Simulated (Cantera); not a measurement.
What does this Cantera script print?

```python
import numpy as np
import cantera as ct

gas = ct.Solution("gri30.yaml")
gas.TPX = 425, 73000, {'CH4': 1, 'O2': 2.5, 'N2': 9.5, 'H2O': 0.66}
flame = ct.FreeFlame(gas, width=0.05)
flame.set_refine_criteria(ratio=3, slope=0.08, curve=0.16)
flame.transport_model = "mixture-averaged"
flame.solve(loglevel=0, auto=True)
z, T = flame.grid, flame.T
thick = (T[-1] - T[0]) / np.gradient(T, z).max()
show = ['CH4', 'O2', 'H2O', 'CH3', 'HCO', 'N2O']
print(f"laminar burning velocity  {flame.velocity[0] * 100:.3f} cm/s")
print(f"burnt temperature         {T[-1]:.1f} K")
print(f"thermal thickness         {thick * 1e3:.4f} mm")
print(f"grid points               {len(z)}")
z0 = z[flame.heat_release_rate.argmax()]
print(f"{'z/mm':>9s}{'T/K':>9s}{'u/(m/s)':>9s}" + "".join(f"{s:>11s}" for s in show))
rows = []
for k in (-3, -2, -1.5, -1, -0.5, -0.25, 0, 0.25, 0.5, 1, 2, 4, 8):
    zz = z0 + k * thick
    rows.append([k * thick, np.interp(zz, z, T), np.interp(zz, z, flame.velocity),
                 *(np.interp(zz, z, flame.X[gas.species_index(s)]) for s in show)])
    print(f"{rows[-1][0] * 1e3:9.3f}{rows[-1][1]:9.1f}{rows[-1][2]:9.3f}" + "".join(f"{x:11.3e}" for x in rows[-1][3:]))
```

Output:

```
laminar burning velocity  46.513 cm/s
burnt temperature         1994.8 K
thermal thickness         0.6756 mm
grid points               134
     z/mm      T/K  u/(m/s)        CH4         O2        H2O        CH3        HCO        N2O
   -2.027    425.2    0.466  7.315e-02  1.829e-01  4.833e-02  3.418e-09  1.496e-18  6.560e-13
   -1.351    427.6    0.469  7.291e-02  1.826e-01  4.867e-02  4.281e-08  3.325e-15  1.433e-11
   -1.013    436.7    0.479  7.226e-02  1.818e-01  4.993e-02  1.918e-07  3.397e-13  9.161e-11
   -0.676    498.3    0.549  6.854e-02  1.774e-01  5.757e-02  1.786e-06  1.019e-10  1.026e-09
   -0.338    858.5    0.955  4.816e-02  1.483e-01  9.547e-02  1.145e-04  1.606e-07  1.283e-08
   -0.169   1221.3    1.366  2.642e-02  1.139e-01  1.309e-01  7.555e-04  4.463e-06  3.358e-08
    0.000   1561.7    1.752  5.868e-03  7.440e-02  1.644e-01  8.410e-04  2.282e-05  7.171e-08
    0.169   1698.2    1.899  3.352e-04  5.365e-02  1.771e-01  7.076e-05  5.344e-06  1.202e-07
    0.338   1749.4    1.948  1.044e-05  4.715e-02  1.793e-01  2.460e-06  2.370e-07  1.509e-07
    0.676   1812.9    2.008  1.654e-08  4.301e-02  1.813e-01  4.635e-09  7.460e-09  1.735e-07
    1.351   1881.2    2.076  2.692e-13  4.023e-02  1.852e-01  9.259e-14  2.197e-09  1.991e-07
    2.703   1937.9    2.132  6.561e-19  3.833e-02  1.893e-01  1.923e-18  4.854e-10  2.309e-07
    5.405   1972.8    2.166  3.259e-20  3.728e-02  1.920e-01  1.133e-19  7.947e-11  2.266e-07
```

Computed with Cantera and GRI-Mech 3.0 (53 species, 325 reactions). Burning velocities carry a grid error of a few per cent, more on coarse grids.
